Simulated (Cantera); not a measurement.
Feed: 1 mol Si, a varied amount of CO₂, 21 mol N₂, held at 1600 K and 0.133 bar.

Method: chemical equilibrium by Gibbs-energy minimisation in Cantera with the NASA 1993 tables (ideal gas, pure condensed phases). Candidate condensed phases: C, Si, SiC, SiO₂, Si₂N₂O, Si₃N₄; 34 gas species. Mutual solubility and eutectic melting of coexisting phases are not modelled. The tables hold silica as quartz up to 1696 K and as liquid above; real silica turns to tridymite and cristobalite and melts near 1996 K. Kinetics and transport are ignored.

x: gas mole fraction; n: condensed amount in mol.

```json
[
 {"n(CO₂) (mol)": "0.021", "x N₂": "0.999", "x CO": "0.00103", "x SiO": "8.27e-6", "x CO₂": "6.99e-11", "n Si₂N₂O(s)": "0.0208", "n Si₃N₄(s)": "0.319", "n SiC(s)": "0", "n C(graphite)": "0", "n SiO₂(β-quartz)": "0"},
 {"n(CO₂) (mol)": "0.031", "x N₂": "0.999", "x CO": "0.00107", "x SiO": "8.27e-6", "x CO₂": "7.26e-11", "n Si₂N₂O(s)": "0.0400", "n Si₃N₄(s)": "0.304", "n SiC(s)": "0.00918", "n C(graphite)": "0", "n SiO₂(β-quartz)": "0"},
 {"n(CO₂) (mol)": "0.046", "x N₂": "0.999", "x CO": "0.00107", "x SiO": "8.27e-6", "x CO₂": "7.26e-11", "n Si₂N₂O(s)": "[?]", "n Si₃N₄(s)": "[?]", "n SiC(s)": "[?]", "n C(graphite)": "0", "n SiO₂(β-quartz)": "0"},
 {"n(CO₂) (mol)": "0.069", "x N₂": "0.999", "x CO": "0.00107", "x SiO": "8.27e-6", "x CO₂": "7.26e-11", "n Si₂N₂O(s)": "0.116", "n Si₃N₄(s)": "0.240", "n SiC(s)": "0.0471", "n C(graphite)": "0", "n SiO₂(β-quartz)": "0"},
 {"n(CO₂) (mol)": "0.1", "x N₂": "0.999", "x CO": "0.00107", "x SiO": "8.27e-6", "x CO₂": "7.26e-11", "n Si₂N₂O(s)": "0.178", "n Si₃N₄(s)": "0.189", "n SiC(s)": "0.0781", "n C(graphite)": "0", "n SiO₂(β-quartz)": "0"},
 {"n(CO₂) (mol)": "0.15", "x N₂": "0.999", "x CO": "0.00107", "x SiO": "8.27e-6", "x CO₂": "7.26e-11", "n Si₂N₂O(s)": "0.278", "n Si₃N₄(s)": "0.105", "n SiC(s)": "0.128", "n C(graphite)": "0", "n SiO₂(β-quartz)": "0"},
 {"n(CO₂) (mol)": "0.23", "x N₂": "0.998", "x CO": "[?]", "x SiO": "[?]", "x CO₂": "[?]", "n Si₂N₂O(s)": "[?]", "n Si₃N₄(s)": "0", "n SiC(s)": "[?]", "n C(graphite)": "0", "n SiO₂(β-quartz)": "0"},
 {"n(CO₂) (mol)": "0.34", "x N₂": "0.991", "x CO": "0.00869", "x SiO": "1.85e-5", "x CO₂": "2.93e-9", "n Si₂N₂O(s)": "0.500", "n Si₃N₄(s)": "0", "n SiC(s)": "0", "n C(graphite)": "0.160", "n SiO₂(β-quartz)": "0"},
 {"n(CO₂) (mol)": "0.51", "x N₂": "0.975", "x CO": "0.0243", "x SiO": "0.000405", "x CO₂": "3.84e-6", "n Si₂N₂O(s)": "0.494", "n Si₃N₄(s)": "0", "n SiC(s)": "0", "n C(graphite)": "0", "n SiO₂(β-quartz)": "0.00378"}
]
```

### Question
Complete the blanks.

### Answer

- 0.046, n Si₂N₂O(s): 0.0700
- 0.046, n Si₃N₄(s): 0.279
- 0.046, n SiC(s): 0.0242
- 0.23, x CO: 0.00242
- 0.23, x SiO: 1.09e-5
- 0.23, x CO₂: 2.82e-10
- 0.23, n Si₂N₂O(s): 0.410
- 0.23, n SiC(s): 0.180
